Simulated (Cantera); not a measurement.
Feed: 1 mol FeS₂, 0.87 mol H₂, 0.51 mol H₂O, equilibrated at 750 °C and 0.100 bar.

Method: chemical equilibrium by Gibbs-energy minimisation in Cantera with the NASA 1993 tables (ideal gas, pure condensed phases). Candidate condensed phases: Fe, FeO, Fe(OH)₂, Fe(OH)₃, FeS, FeSO₄, FeS₂, Fe₂O₃, Fe₂(SO₄)₃, Fe₃O₄, H₂O, H₂SO₄, S; 22 gas species. FeS: taken at fixed stoichiometry. Gases not in the tables: S₃ to S₇. The numbers say what is thermodynamically allowed, not how fast it happens.

Base state: H₂S 0.527, H₂O 0.342, S₂ 0.0721, H₂ 0.0583, SO₂ 0.000379, S₂O 8.78e-5, SH 6.50e-5 (mole fractions); condensed: FeS(s).

What changes in the equilibrium state with this change: FeS₂ replaced by Fe₂O₃?


```tsv
species	before	after
H₂O	0.342	0.931
H₂	0.0583	0.0686
H₂S	0.527	0
S₂	0.0721	0
SO₂	0.000379	0
S₂O	8.78e-5	0
SH	6.50e-5	0
FeS(s), mol	1.00	0
FeO(s), mol	0	1.33
Fe₃O₄(s), mol	0	0.225
```
Mutual solubility and eutectic melting of coexisting phases are not modelled. The tables' stoichiometric FeO is somewhat more stable than real wüstite, so its field is too wide. FeO: taken at fixed stoichiometry.

What changes in the equilibrium state with this change: FeS₂ replaced by V₂O₃?


```tsv
species	before	after
H₂	0.0583	0.630
H₂O	0.342	0.370
H₂S	0.527	0
S₂	0.0721	0
SO₂	0.000379	0
S₂O	8.78e-5	0
SH	6.50e-5	0
FeS(s), mol	1.00	0
V₂O₃(s), mol	0	1.00
```
Condensed phases not in the tables: the oxides between V₂O₃ and V₂O₅ other than VO₂. Further candidate phases: V, VO, V₂O₃, V₂O₄, V₂O₅.

What changes in the equilibrium state with this change: FeS₂ replaced by Fe₃O₄?


```csv
species,before,after
H₂O,0.342,0.931
H₂,0.0583,0.0686
H₂S,0.527,0
S₂,0.0721,0
SO₂,0.000379,0
S₂O,8.78e-5,0
SH,6.50e-5,0
"FeS(s), mol",1.00,0
"FeO(s), mol",0,2.33
"Fe₃O₄(s), mol",0,0.225
```
Mutual solubility and eutectic melting of coexisting phases are not modelled. The tables' stoichiometric FeO is somewhat more stable than real wüstite, so its field is too wide. FeO: taken at fixed stoichiometry.
